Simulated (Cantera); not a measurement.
Transport properties of process gases

Gas mixture: 52.2 % C2H6, 47.8 % C2H4, at 0.000750 bar, frozen composition.

Cantera's kinetic-theory transport with the Lennard-Jones parameters of GRI-Mech 3.0, ideal gas; thermal conductivity in the multicomponent form. The composition is frozen, though it would react at the higher temperatures.

```json
[
 {"T (K)": "400", "ρ (kg/m³)": "0.000656", "cp (J/kg/K)": "2033", "μ (µPa s)": "12.8", "λ (mW/m/K)": "34.5", "Pr": "0.753", "D (cm²/s) H2O": "372", "D (cm²/s) NH3": "360", "D (cm²/s) CO2": "261"},
 {"T (K)": "650", "ρ (kg/m³)": "0.000404", "cp (J/kg/K)": "2924", "μ (µPa s)": "19.4", "λ (mW/m/K)": "75.3", "Pr": "0.755", "D (cm²/s) H2O": "953", "D (cm²/s) NH3": "914", "D (cm²/s) CO2": "639"},
 {"T (K)": "900", "ρ (kg/m³)": "0.000292", "cp (J/kg/K)": "3528", "μ (µPa s)": "25.0", "λ (mW/m/K)": "117", "Pr": "0.754", "D (cm²/s) H2O": "1740", "D (cm²/s) NH3": "1660", "D (cm²/s) CO2": "1140"},
 {"T (K)": "1150", "ρ (kg/m³)": "0.000228", "cp (J/kg/K)": "3995", "μ (µPa s)": "29.8", "λ (mW/m/K)": "158", "Pr": "0.753", "D (cm²/s) H2O": "2700", "D (cm²/s) NH3": "2570", "D (cm²/s) CO2": "1740"},
 {"T (K)": "1400", "ρ (kg/m³)": "0.000188", "cp (J/kg/K)": "4321", "μ (µPa s)": "34.2", "λ (mW/m/K)": "197", "Pr": "0.751", "D (cm²/s) H2O": "3820", "D (cm²/s) NH3": "3620", "D (cm²/s) CO2": "2430"},
 {"T (K)": "1650", "ρ (kg/m³)": "0.000159", "cp (J/kg/K)": "4557", "μ (µPa s)": "38.3", "λ (mW/m/K)": "233", "Pr": "0.750", "D (cm²/s) H2O": "5070", "D (cm²/s) NH3": "4800", "D (cm²/s) CO2": "3210"},
 {"T (K)": "1900", "ρ (kg/m³)": "0.000138", "cp (J/kg/K)": "4727", "μ (µPa s)": "42.0", "λ (mW/m/K)": "266", "Pr": "0.748", "D (cm²/s) H2O": "6460", "D (cm²/s) NH3": "6110", "D (cm²/s) CO2": "4070"},
 {"T (K)": "2150", "ρ (kg/m³)": "0.000122", "cp (J/kg/K)": "4850", "μ (µPa s)": "45.6", "λ (mW/m/K)": "296", "Pr": "0.747", "D (cm²/s) H2O": "7970", "D (cm²/s) NH3": "7530", "D (cm²/s) CO2": "5010"},
 {"T (K)": "2400", "ρ (kg/m³)": "0.000109", "cp (J/kg/K)": "4942", "μ (µPa s)": "49.0", "λ (mW/m/K)": "325", "Pr": "0.746", "D (cm²/s) H2O": "9600", "D (cm²/s) NH3": "9070", "D (cm²/s) CO2": "6020"}
]
```
D: mixture-averaged diffusion coefficient of that species in the mixture.
